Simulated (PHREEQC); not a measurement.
Solution (25 °C): 75 mmol/kgw MnSO4, 36 mmol/kgw Mn(NO3)2 and 31.5 mmol/kgw AgNO3. Closed to the air; pH follows from the charge balance.

Computed with PHREEQC (ion-association model, wateq4f.dat).

No solid was allowed to form.

### Question
Order these Ag species by the share of Ag that they hold, largest first: AgSO4-, Ag+, AgNO3.

### Answer
Ag+ (83 %), AgSO4- (15 %), AgNO3 (2.0 %)

The pH is 6.24 and the ionic strength 0.292 mol/kgw.
